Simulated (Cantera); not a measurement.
A perfectly stirred reactor is fed with H2 : O2 : N2 = 1 : 0.455 : 1.71 (molar parts), equivalence ratio 1.1, at 3.00 bar; it is adiabatic with a 600 K inlet, and is followed from long to short residence time, starting on the burning branch (τ in s: 0.027, 0.015, 0.0085, 0.0048, 0.0027, 0.0015, 0.00084, 0.00047, 0.00026, 0.00015, 8.3e-05, 4.6e-05, 2.6e-05).

Model: GRI-Mech 3.0 (53 species, 325 reactions), integrated in Cantera. The hydrogen kinetics of GRI-Mech 3.0 are dated; newer H2 mechanisms differ, most at raised pressure.

Q: What does this change do: 0.28 parts H2O added?

A: 
| quantity | before | after |
|---|---|---|
| blow-out, bracketed by the residence times tried | burning at 26.0 µs, the shortest tried | burning at 26.0 µs, the shortest tried |
| x(H2) at τ = 27.0 ms | 0.0408 | 0.0343 |
| x(O2) at τ = 27.0 ms | 0.00180 | 0.00100 |
| x(H2O2) at τ = 27.0 ms | 2.01e-7 | 1.37e-7 |
| x(NO) at τ = 27.0 ms | 0.00201 | 0.000874 |
| x(N2O) at τ = 27.0 ms | 1.80e-7 | 8.80e-8 |
| x(H2) at τ = 0.840 ms | 0.0446 | 0.0400 |
| x(O2) at τ = 0.840 ms | 0.00406 | 0.00376 |
| x(H2O2) at τ = 0.840 ms | 3.34e-7 | 3.83e-7 |
| x(NO) at τ = 0.840 ms | 0.000722 | 0.000191 |
| x(N2O) at τ = 0.840 ms | 1.53e-7 | 1.05e-7 |
